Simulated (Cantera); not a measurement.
A closed system holds: 1 mol SiC, 0.0064 mol H2O, a varied amount of N2, equilibrated at 2173.15 K and 1000 Pa.

Cantera equilibrium calculation (NASA polynomials, part measured and part estimated; ideal gas, pure solids and liquids). Candidate condensed phases: C, C6H6, C7H8, C8H18, H2O, Si, SiC, SiO2, Si2N2O, Si3N4; 151 gas species. The tables' values for SiN are old estimates; treat these amounts as uncertain. Kinetics and transport are ignored.

x: gas mole fraction; n: condensed amount in mol.

```json
[
 {"n(N2) (mol)": "27", "x N2": "0.996", "x Si": "0.00280", "x H": "(withheld)", "x SiC2": "0.000242", "x CO": "0.000233", "x Si2C": "0.000150", "n C(graphite)": "0.0630", "n SiC(s)": "0.907"},
 {"n(N2) (mol)": "43", "x N2": "0.996", "x Si": "0.00280", "x H": "(withheld)", "x SiC2": "0.000242", "x CO": "0.000146", "x Si2C": "0.000150", "n C(graphite)": "0.106", "n SiC(s)": "0.853"},
 {"n(N2) (mol)": "67", "x N2": "0.996", "x Si": "0.00280", "x H": "(withheld)", "x SiC2": "0.000242", "x CO": "9.39e-5", "x Si2C": "0.000150", "n C(graphite)": "0.172", "n SiC(s)": "0.771"},
 {"n(N2) (mol)": "100", "x N2": "0.997", "x Si": "0.00280", "x H": "(withheld)", "x SiC2": "0.000242", "x CO": "6.29e-5", "x Si2C": "0.000150", "n C(graphite)": "0.261", "n SiC(s)": "0.658"},
 {"n(N2) (mol)": "160", "x N2": "0.997", "x Si": "0.00280", "x H": "(withheld)", "x SiC2": "0.000242", "x CO": "3.93e-5", "x Si2C": "0.000150", "n C(graphite)": "0.425", "n SiC(s)": "0.453"},
 {"n(N2) (mol)": "250", "x N2": "0.997", "x Si": "0.00280", "x H": "(withheld)", "x SiC2": "0.000242", "x CO": "2.52e-5", "x Si2C": "0.000150", "n C(graphite)": "0.669", "n SiC(s)": "0.145"},
 {"n(N2) (mol)": "400", "x N2": "0.997", "x Si": "0.00210", "x H": "(withheld)", "x SiC2": "0.000182", "x CO": "1.58e-5", "x Si2C": "8.39e-5", "n C(graphite)": "0.785", "n SiC(s)": "0"},
 {"n(N2) (mol)": "620", "x N2": "0.998", "x Si": "0.00139", "x H": "(withheld)", "x SiC2": "0.000120", "x CO": "1.02e-5", "x Si2C": "3.67e-5", "n C(graphite)": "0.778", "n SiC(s)": "0"},
 {"n(N2) (mol)": "970", "x N2": "0.999", "x Si": "0.000902", "x H": "(withheld)", "x SiC2": "7.82e-5", "x CO": "6.56e-6", "x Si2C": "1.56e-5", "n C(graphite)": "0.762", "n SiC(s)": "0"}
]
```

Q: What belongs in the gaps?

A: 
- 27, x H: 0.000257
- 43, x H: 0.000168
- 67, x H: 0.000111
- 100, x H: 7.59e-5
- 160, x H: 4.81e-5
- 250, x H: 3.11e-5
- 400, x H: 1.96e-5
- 620, x H: 1.27e-5
- 970, x H: 8.13e-6
